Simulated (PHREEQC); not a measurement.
A PHREEQC input (ion-association model, wateq4f.dat):

```
SOLUTION 1
  temp 15
  units mg/L
  pH 6.84
  pe -0.5
  Na 516
  K 35.1 charge
  Ca 204
  Mg 53.2
  Cl 583
  S(6) 303 as SO4
  Alkalinity 903 as HCO3
  Si 71.5 as SiO2
END
USE solution 1
EQUILIBRIUM_PHASES 1
  Gypsum 0 0
  Chalcedony 0 0
  CO2(g) -2.5 10
END
```

The run finishes without an error or a warning.

Its last state differs from that of the intended input:

```csv
quantity,as run,intended
ionic strength (mol/kgw),0.0436,0.0438
KSO4- (mol/kgw),3.71e-6,6.03e-6
```

**Question.** One thing in the input isn't as intended. What explains the difference?

**Answer.** This is not unique; one that fits is The fault: charge balance asked on the minor ion K. The line should read `K 35.1` where the input has `K 35.1 charge`.
